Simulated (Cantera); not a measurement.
Transport properties of process gases

Gas mixture: 22.0 % H2, 12.6 % C2H2, 49.7 % C2H4, 15.7 % NH3, at 48.0 Torr, frozen composition.

Cantera's kinetic-theory transport with the Lennard-Jones parameters of GRI-Mech 3.0, ideal gas; thermal conductivity in the multicomponent form. Polar gases are described roughly by these parameters. The composition is frozen, though it would react at the higher temperatures.

```
T (K)  ρ (kg/m³)  cp (J/kg/K)  μ (µPa s)  λ (mW/m/K)     Pr  D (cm²/s) C2H2  D (cm²/s) N2  D (cm²/s) CH4
-----  ---------  -----------  ---------  ----------  -----  --------------  ------------  -------------
400       0.0391         2213       13.8        55.6  0.548            4.52          5.55           5.83
500       0.0313         2502       16.8        72.9  0.577            6.85          8.26           8.75
600       0.0261         2760       19.6        90.6  0.598            9.54          11.4           12.1
700       0.0224         2978       22.3         108  0.612            12.6          14.8           15.9
800       0.0196         3159       24.8         126  0.622            15.9          18.7           20.0
900       0.0174         3319       27.1         143  0.628            19.6          22.8           24.5
1000      0.0157         3483       29.4         161  0.635            23.5          27.3           29.4
1100      0.0142         3615       31.5         178  0.639            27.7          32.0           34.5
1200      0.0130         3735       33.6         195  0.642            32.1          37.1           40.0
```
D: mixture-averaged diffusion coefficient of that species in the mixture.
